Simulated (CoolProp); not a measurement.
A Linde-Hampson liquefier for oxygen: isothermal reversible compression at 230 K from 1 atm to 30 MPa, throttling to 1 atm, return gas leaving the recuperator 0 K below the feed. Each further row changes one setting.

Computed with CoolProp (reference Helmholtz-energy equation of state, Schmidt 1985).

```tsv
case	liquid yield per pass	compression work (kJ/kg of gas)
as stated	…	316
high pressure 60 MPa	…	…
warm-end temperature 260 K	…	…
warm-end gap 5 K	0.264	316
```

Question: What belongs in the gaps?

Answer: 
- as stated, liquid yield per pass: 0.273
- high pressure 60 MPa, liquid yield per pass: 0.288
- high pressure 60 MPa, compression work (kJ/kg of gas): 360
- warm-end temperature 260 K, liquid yield per pass: 0.202
- warm-end temperature 260 K, compression work (kJ/kg of gas): 369
